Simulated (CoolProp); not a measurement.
Chloromethane (R40) along the isobar 712 kPa: density (kg/m³) from the reference equation and from simpler models built on Tc = 418.6 K, pc = 6929 kPa, ω = 0.150; each cubic takes its own stable root.

Model: reference Helmholtz-energy equation of state, Thol 2014, in CoolProp.

```csv
T (K),phase,reference,ideal gas,van der Waals,Redlich-Kwong,Soave-Redlich-Kwong,Peng-Robinson
330.9,gas,14.36,13.07,13.84,14.08,14.13,14.20
336.7,gas,14.02,12.84,13.57,13.78,13.82,13.90
342.4,gas,13.71,12.63,13.31,13.50,13.54,13.61
348.2,gas,13.41,12.42,13.06,13.23,13.27,13.33
353.9,gas,13.13,12.22,12.83,12.98,13.01,13.07
359.7,gas,12.87,12.02,12.59,12.73,12.76,12.82
365.4,gas,12.62,11.83,12.38,12.50,12.52,12.58
371.2,gas,12.38,11.65,12.16,12.28,12.29,12.35
376.9,gas,12.15,11.47,11.96,12.06,12.08,12.13
382.7,gas,11.93,11.30,11.76,11.85,11.86,11.92
388.4,gas,11.72,11.13,11.57,11.65,11.66,11.71
394.2,gas,11.52,10.97,11.38,11.46,11.47,11.52
399.9,gas,11.32,10.81,11.20,11.27,11.28,11.33
405.7,gas,11.14,10.66,11.03,11.09,11.10,11.14
```
